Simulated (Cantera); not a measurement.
# C2H5OH + NH3 + N2 (carbon deposition, reforming and gasification)

Input: 1 mol C2H5OH, 0.3 mol NH3, 35 mol N2, at 1.50 mbar.

These are equilibrium values from Cantera (NASA tables, ideal gas, pure condensed phases), not measurements of a reactor. Candidate condensed phases: C, C6H6, C7H8, C8H18, H2O; 136 gas species. Rates play no part.

```tsv
T (°C)	x N2	x H2	x CO	x H	n C(graphite)
1025	0.888	0.0871	0.0253	8.16e-6	0.998
1075	0.888	0.0871	0.0253	1.76e-5	0.996
1125	0.888	0.0870	0.0253	3.60e-5	0.995
1175	0.887	0.0870	0.0253	7.02e-5	0.992
1225	0.887	0.0869	0.0253	0.000131	0.988
1275	0.887	0.0868	0.0252	0.000234	0.983
1325	0.887	0.0866	0.0252	0.000404	0.977
1375	0.887	0.0864	0.0252	0.000676	0.969
1425	0.887	0.0860	0.0252	0.00109	0.959
1475	0.886	0.0855	0.0252	0.00172	0.946
1525	0.886	0.0848	0.0252	0.00265	0.930
```
x: gas mole fraction; n: condensed amount in mol.

From 1025 °C to 1525 °C the condensed part is C(graphite). The main C-bearing gas is CO throughout. The share of C in condensed phases is highest at 1025 °C (49.9 %) and lowest at 1525 °C (46.5 %).
